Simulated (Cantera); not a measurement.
A Cantera script and what it prints.

```python
import numpy as np
import cantera as ct

gas_names = """
    B BF BF2 BF3 BH BHF2 BH2 BH3 BN B2 F F2 H HF H2 H2F2 H3F3 H4F4 H5F5 H6F6 H7F7 N NF NF2 NF3 NH NH2
    NH3 N2 N2H2 N2H4
""".split()
cond_names = """
    B(b) B(L) BN(s)
""".split()


def load(file, names, dense=False):
    # The tables refer to 1 bar. Condensed volumes are neglected.
    table = {s.name: s for s in ct.Species.list_from_file(file)}
    out = []
    for n in names:
        d = dict(table[n].input_data)
        d["thermo"] = dict(d["thermo"], **{"reference-pressure": 1e5})
        if dense:
            d["equation-of-state"] = {"model": "constant-volume", "density": "1e6 g/cm^3"}
        out.append(ct.Species.from_dict(d))
    return out


gas = ct.Solution(thermo="ideal-gas", species=load("nasa_gas.yaml", gas_names))
cond = {s.name: ct.Solution(thermo="fixed-stoichiometry", species=[s], name=s.name)
        for s in load("nasa_condensed.yaml", cond_names, dense=True)}
atoms = {
    'BN': {'B': 1, 'N': 1},
    'NF3': {'N': 1, 'F': 3},
    'H2': {'H': 2},
    'HF': {'H': 1, 'F': 1},
}
top_T = {'BN(s)': 3200}  # K; cautious upper limits of use, not melting points


def equilibrate(T, P, feed):
    n = {}
    for name, mol in feed.items():
        for a, k in atoms[name].items():
            n[a] = n.get(a, 0.0) + k * mol
    gas.TPX = T, P, n
    mass = sum(n.values()) * gas.mean_molecular_weight
    gas.equilibrate("TP")
    valid = [c for c in cond.values() if c.min_temp <= T <= top_T.get(c.name, c.max_temp)]
    mix = ct.Mixture([(gas, mass / gas.mean_molecular_weight)] + [(c, 0.0) for c in valid])
    mix.T, mix.P = T, P
    mix.equilibrate("TP", solver="vcs", rtol=1e-11, max_steps=5000)
    return mix


results = []
feed = {'BN': 1, 'NF3': 1.5, 'H2': 0.56, 'HF': 14}  # mol
T = 1473.15  # K
P = 2000  # Pa
mix = equilibrate(T, P, feed)
results.append((T, P, feed, dict(zip(mix.species_names, mix.species_moles))))
print(gas.report(threshold=1e-06))
for i in range(1, mix.n_phases):
    print(f"{mix.phase(i).name:16s} {mix.phase_moles(i):12.5e} mol")
```

It prints:

```
       temperature   1473.2 K
          pressure   2000 Pa
           density   0.003795 kg/m^3
  mean mol. weight   23.242 kg/kmol
   phase of matter   gas

                          1 kg             1 kmol
                     ---------------   ---------------
          enthalpy       -1.1032e+07       -2.5639e+08  J
   internal energy       -1.1559e+07       -2.6864e+08  J
           entropy             11502        2.6733e+05  J/K
    Gibbs function       -2.7976e+07       -6.5021e+08  J
 heat capacity c_p            1495.5             34757  J/K
 heat capacity c_v            1137.7             26443  J/K

                      mass frac. Y      mole frac. X     chem. pot. / RT
                     ---------------   ---------------   ---------------
               BF3           0.16436          0.056338           -136.24
                 F          0.017497          0.021405           -22.487
                F2        2.5727e-06        1.5737e-06           -44.975
                HF           0.73326           0.85183           -50.054
                N2          0.084883          0.070423           -32.522
     [  +26 minor]        3.3337e-07        1.9364e-07

B(b)              0.00000e+00 mol
BN(s)             0.00000e+00 mol
```

Cantera equilibrium calculation (NASA polynomials, part measured and part estimated; ideal gas, pure solids and liquids).
